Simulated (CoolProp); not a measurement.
Saturated liquid density (kg/m³) of hexamethyldisiloxane (MM): the reference equation beside estimates from Tc = 518.7 K, pc = 1.931 MPa, ω = 0.418. Rackett uses Z = 0.29056 − 0.08775 ω.

Model: reference Helmholtz-energy equation of state, Thol 2016, in CoolProp.

```
T (K)  reference  Rackett  van der Waals  Peng-Robinson
-----  ---------  -------  -------------  -------------
263.4      795.6    877.3          474.6          823.4
266.3      792.6    874.2          473.1          821.2
269.2      789.6    870.9          471.6          819.0
272.1      786.6    867.7          470.0          816.8
275        783.7    864.5          468.5          814.5
277.9      780.7    861.2          466.9          812.2
280.8      777.7    858.0          465.4          809.9
283.7      774.6    854.7          463.8          807.6
286.6      771.6    851.4          462.2          805.2
289.5      768.6    848.0          460.6          802.8
292.4      765.6    844.7          459.0          800.3
295.3      762.5    841.4          457.4          797.8
298.3      759.3    837.9          455.7          795.2
```

Absolute difference from the reference over all 13 rows, mean and median: Rackett 10.3 and 10.3 %, van der Waals 40.2 and 40.2 %, Peng-Robinson 4.1 and 4.1 %.
